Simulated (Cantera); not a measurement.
Cantera run:

```python
import numpy as np
import cantera as ct

gas_names = """
    H HNO HNO2 HNO3 HO2 H2 H2O H2O2 N NH NH2 NH3 NH2OH NO NO2 NO3 N2 N2H2 N2H4 N2O O OH O2 O3 Pb PbO Pb2
""".split()
cond_names = """
    H2O(s) H2O(L) Pb(cr) Pb(L) PbO(rd) PbO(yw) PbO(L) PbO2(s) Pb3O4(s)
""".split()


def load(file, names, dense=False):
    # The tables refer to 1 bar. Condensed volumes are neglected.
    table = {s.name: s for s in ct.Species.list_from_file(file)}
    out = []
    for n in names:
        d = dict(table[n].input_data)
        d["thermo"] = dict(d["thermo"], **{"reference-pressure": 1e5})
        if dense:
            d["equation-of-state"] = {"model": "constant-volume", "density": "1e6 g/cm^3"}
        out.append(ct.Species.from_dict(d))
    return out


gas = ct.Solution(thermo="ideal-gas", species=load("nasa_gas.yaml", gas_names))
cond = {s.name: ct.Solution(thermo="fixed-stoichiometry", species=[s], name=s.name)
        for s in load("nasa_condensed.yaml", cond_names, dense=True)}
atoms = {
    'PbO': {'Pb': 1, 'O': 1},
    'H2': {'H': 2},
    'N2': {'N': 2},
}
top_T = {'Pb3O4(s)': 820}  # K; cautious upper limits of use, not melting points


def equilibrate(T, P, feed):
    n = {}
    for name, mol in feed.items():
        for a, k in atoms[name].items():
            n[a] = n.get(a, 0.0) + k * mol
    gas.TPX = T, P, n
    mass = sum(n.values()) * gas.mean_molecular_weight
    gas.equilibrate("TP")
    valid = [c for c in cond.values() if c.min_temp <= T <= top_T.get(c.name, c.max_temp)]
    mix = ct.Mixture([(gas, mass / gas.mean_molecular_weight)] + [(c, 0.0) for c in valid])
    mix.T, mix.P = T, P
    mix.equilibrate("TP", solver="vcs", rtol=1e-11, max_steps=5000)
    return mix


results = []
feed = {'PbO': 1, 'H2': 0.24, 'N2': 1.5}  # mol
P = 77000  # Pa
for T in [873, 973, 1073, 1173, 1273, 1373, 1473, 1573]:
    mix = equilibrate(T, P, feed)
    results.append((T, P, feed, dict(zip(mix.species_names, mix.species_moles))))
    x = sorted(zip(gas.X, gas.species_names), reverse=True)
    print(f"T = {T:g} K  P = {P:g} Pa  gas = {mix.phase_moles(0):.4g} mol")
    print("   x: " + "  ".join(f"{s} {v:.3e}" for v, s in x if v > 1e-06))
    print("   condensed (mol): " + ("  ".join(f"{mix.phase(i).name} {mix.phase_moles(i):.4g}"
          for i in range(1, mix.n_phases) if mix.phase_moles(i) > 1e-12) or "none"))
```

Output:

```
T = 873 K  P = 77000 Pa  gas = 1.74 mol
   x: N2 8.621e-01  H2O 1.379e-01  H2 1.226e-05
   condensed (mol): Pb(L) 0.24  PbO(yw) 0.76
T = 973 K  P = 77000 Pa  gas = 1.74 mol
   x: N2 8.621e-01  H2O 1.379e-01  H2 1.839e-05  Pb 1.136e-05
   condensed (mol): Pb(L) 0.2399  PbO(yw) 0.76
T = 1073 K  P = 77000 Pa  gas = 1.74 mol
   x: N2 8.620e-01  H2O 1.379e-01  Pb 9.491e-05  H2 2.609e-05  PbO 3.778e-06
   condensed (mol): Pb(L) 0.2398  PbO(yw) 0.76
T = 1173 K  P = 77000 Pa  gas = 1.741 mol
   x: N2 8.616e-01  H2O 1.378e-01  Pb 5.477e-04  PbO 5.014e-05  H2 3.659e-05
   condensed (mol): Pb(L) 0.239  PbO(L) 0.76
T = 1273 K  P = 77000 Pa  gas = 1.745 mol
   x: N2 8.597e-01  H2O 1.375e-01  Pb 2.384e-03  PbO 3.631e-04  H2 5.910e-05
   condensed (mol): Pb(L) 0.2357  PbO(L) 0.7595
T = 1373 K  P = 77000 Pa  gas = 1.758 mol
   x: N2 8.532e-01  H2O 1.364e-01  Pb 8.331e-03  PbO 1.934e-03  H2 8.990e-05  Pb2 1.437e-06
   condensed (mol): Pb(L) 0.2252  PbO(L) 0.7568
T = 1473 K  P = 77000 Pa  gas = 1.799 mol
   x: N2 8.340e-01  H2O 1.333e-01  Pb 2.445e-02  PbO 8.071e-03  H2 1.288e-04  Pb2 8.601e-06  OH 4.407e-06  NO 3.710e-06  O2 2.387e-06
   condensed (mol): Pb(L) 0.1958  PbO(L) 0.7457
T = 1573 K  P = 77000 Pa  gas = 1.912 mol
   x: N2 7.844e-01  H2O 1.253e-01  Pb 6.237e-02  PbO 2.770e-02  H2 1.710e-04  Pb2 4.065e-05  O2 1.609e-05  OH 1.603e-05  NO 1.502e-05
   condensed (mol): Pb(L) 0.1203  PbO(L) 0.7073
```

These are equilibrium values from Cantera (NASA tables, ideal gas, pure condensed phases), not measurements of a reactor. Each liquid is taken as pure. Mutual solubility and eutectic melting of coexisting phases are not modelled. Gases not in the tables: (PbO)n polymers.
